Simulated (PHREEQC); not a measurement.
**Metal-bearing waste water with copper plating or etch bath: an equilibrium model**

Solution A (23 mmol/kgw NiSO4, 43 mmol/kgw HCl and 10 mmol/kgw Na2SO4) is mixed with solution B (6.8 mmol/kgw CuCl2 and 86 mmol/kgw Na2SO4) at 20 °C; shares are by mass of water, 1 kg in all. O2 is buffered at 0.21 atm. No CO2 enters from the air. The run lets Cu(OH)2, Brochantite, Antlerite, Atacamite, Ni(OH)2, Ni4(OH)6SO4, Halite, Mirabilite, Chalcanthite, Morenosite precipitate or redissolve, and no other solid.

The series has 11 steps of share of solution B, from 0 to 1.

The numbers come from PHREEQC with the ion-association model, wateq4f.dat.

Q: Which solids form, in which order, and at which step of the series does each first stand?

A: Antlerite from share of solution B = 1 (pH 4.75).

Q: Between which two steps does the pH jump most, and from what to what?

A: Between share of solution B = 0.9 and 1: from 2.89 to 4.75.
